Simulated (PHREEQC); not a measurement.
Make-up at 25 °C: 0.0058 mol/kgw CdCl2, 0.00019 mol/kgw CaCl2, 8.4e-05 mol/kgw HCl and 0.00091 mol/kgw Na2SO4. Closed to the air; pH follows from the charge balance.

The numbers come from PHREEQC with the ion-association model, phreeqc.dat.

Problem. The ionic strength comes out as 0.0156 mol/kgw. What activity coefficients do Na+, HSO4-, CdCl+, Ca+2, Cd(SO4)2-2 get?

Solution. Na+ 0.89, HSO4- 0.88, CdCl+ 0.88, Ca+2 0.62, Cd(SO4)2-2 0.61.

No solid was allowed to form.
